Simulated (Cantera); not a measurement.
A Cantera script and what it prints.

```python
import numpy as np
import cantera as ct

gas_names = """
    F F2 H HF H2 H2F2 H3F3 H4F4 H5F5 H6F6 H7F7 Si SiF SiF2 SiF3 SiF4 SiH SiHF3 SiH2 SiH2F2 SiH3 SiH3F
    SiH4 Si2 Si3
""".split()
cond_names = """
    Si(cr) Si(L)
""".split()


# ... load() reads the species with a 1 bar reference pressure and builds the phases ...
atoms = {
    'Si': {'Si': 1},
    'HF': {'H': 1, 'F': 1},
    'H2': {'H': 2},
    'F2': {'F': 2},
}
top_T = {}  # K; cautious upper limits of use, not melting points


# ... equilibrate(T, P, feed) seeds the gas with the atoms and calls Mixture.equilibrate('TP', solver="vcs", rtol=1e-11, max_steps=5000) ...
results = []
feed = {'Si': 1, 'HF': 1.3, 'H2': 58, 'F2': 1.2}  # mol
T = 948  # K
P = 7  # Pa
mix = equilibrate(T, P, feed)
results.append((T, P, feed, dict(zip(mix.species_names, mix.species_moles))))
x = sorted(zip(gas.X, gas.species_names), reverse=True)
print(f"T = {T:g} K  P = {P:g} Pa  gas = {mix.phase_moles(0):.4g} mol")
print("   x: " + "  ".join(f"{s} {v:.3e}" for v, s in x if v > 1e-06))
print("   condensed (mol): " + ("  ".join(f"{mix.phase(i).name} {mix.phase_moles(i):.4g}"
      for i in range(1, mix.n_phases) if mix.phase_moles(i) > 1e-12) or "none"))
```

It prints:

```
T = 948 K  P = 7 Pa  gas = 59.57 mol
   x: H2 9.843e-01  SiF4 1.513e-02  SiHF3 3.784e-04  SiF3 1.311e-04  HF 3.456e-05  SiH2F2 5.141e-06  SiF2 2.977e-06
   condensed (mol): Si(cr) 0.06768
```

Method: chemical equilibrium by Gibbs-energy minimisation in Cantera with the NASA 1993 tables (ideal gas, pure condensed phases). The tables' values for SiF3 are old estimates; treat these amounts as uncertain.
